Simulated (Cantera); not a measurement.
# Stirred combustor or abatement burner

A perfectly stirred reactor is fed with CH4 : C2H6 : C3H8 : O2 : N2 = 1 : 0.089 : 0.032 : 4.41 : 16.8 (molar parts), equivalence ratio 0.56, at 7.70 bar; it is adiabatic with a 623 K inlet, and is followed from long to short residence time, starting on the burning branch (τ in s: 0.24, 0.068, 0.019, 0.0056, 0.0016, 0.00045, 0.00013, 3.7e-05, 1.1e-05, 3e-06).

Detailed kinetics in Cantera: GRI-Mech 3.0 (53 species, 325 reactions).

| τ (s) | T (K) | x CH4 | x C2H6 | x C3H8 | x H | x CO |
|---|---|---|---|---|---|---|
| 0.24 | 1847 | 1.26e-6 | 2.14e-8 | 6.92e-9 | 7.92e-7 | 4.59e-5 |
| 0.068 | 1847 | 3.95e-6 | 6.97e-8 | 2.29e-8 | 1.19e-6 | 9.58e-5 |
| 0.019 | 1845 | 1.10e-5 | 2.09e-7 | 7.15e-8 | 2.57e-6 | 0.000236 |
| 0.0056 | 1840 | 2.65e-5 | 5.50e-7 | 1.95e-7 | 6.86e-6 | 0.000568 |
| 0.0016 | 1831 | 6.35e-5 | 1.41e-6 | 5.16e-7 | 2.06e-5 | 0.00139 |
| 0.00045 | 1808 | 0.000160 | 3.72e-6 | 1.36e-6 | 6.23e-5 | 0.00350 |
| 0.00013 | 1747 | 0.000508 | 1.21e-5 | 4.24e-6 | 0.000156 | 0.00953 |
| 3.7e-5 | 623 | 0.0448 | 0.00399 | 0.00143 | <1e-12 | <1e-12 |
| 1.1e-5 | 623 | 0.0448 | 0.00399 | 0.00143 | <1e-12 | <1e-12 |
| 3.0e-6 | 623 | 0.0448 | 0.00399 | 0.00143 | <1e-12 | <1e-12 |
x: mole fraction; the columns are a selection and need not sum to one.
